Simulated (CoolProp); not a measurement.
Carbon dioxide at 293.15 K and 8.5 MPa is throttled through a valve to 4.59 MPa with no heat exchange. Each further row changes one setting.

Model: reference Helmholtz-energy equation of state, Span 1996, in CoolProp.

```tsv
case	temperature change (K)	final phase	final density (kg/m³)
as stated	-9.2	?	?
outlet pressure 1.38 MPa	-51.0	two-phase, vapour fraction 0.375	90.7
outlet pressure 5.97 MPa	?	?	?
```

Question: Complete the blanks.

Answer: 
- as stated, final phase: two-phase, vapour fraction 0.092
- as stated, final density (kg/m³): 580
- outlet pressure 5.97 MPa, temperature change (K): -2.4
- outlet pressure 5.97 MPa, final phase: liquid
- outlet pressure 5.97 MPa, final density (kg/m³): 812
